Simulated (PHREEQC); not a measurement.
Ca(OH)2 is added in steps, without added water, to 1 kg of water holding 0.25 mol/kgw H3PO4, 4.5e-05 mol/kgw Na2HPO4 and 0.00049 mol/kgw KCl, at 25 °C. O2 is buffered at 0.21 atm. CO2 from the air is kept out. Solids allowed: Portlandite, Hydroxyapatite, Halite. Others were left out.

Base run: PHREEQC, ion-association model, wateq4f.dat. Each further column changes one thing. The table gives pH.

```tsv
Ca(OH)2 added (mol)	base	Davies equation for every ion	Debye-Hückel limiting law	metal-ligand complexes left out	all activity coefficients set to 1
0	1.42	1.43	1.43	1.42	1.42
0.055	1.94	1.94	1.92	2.01	1.97
0.11	2.78	2.78	?	2.88	2.83
0.165	4.30	4.31	?	4.04	4.13
0.22	4.37	4.38	?	4.14	4.20
0.275	4.47	4.48	?	4.27	4.29
0.33	4.62	4.63	4.75	4.46	4.44
0.385	4.96	4.96	?	4.86	4.79
0.44	12.47	12.47	?	12.47	12.39
```

### Question
What belongs in the gaps?

### Answer

- 0.11, Debye-Hückel limiting law: 2.73
- 0.165, Debye-Hückel limiting law: 4.58
- 0.22, Debye-Hückel limiting law: 4.60
- 0.275, Debye-Hückel limiting law: 4.65
- 0.385, Debye-Hückel limiting law: 5.02
- 0.44, Debye-Hückel limiting law: 12.50

H3PO4, which wateq4f.dat lacks, is added to it with the constant of phreeqc.dat.
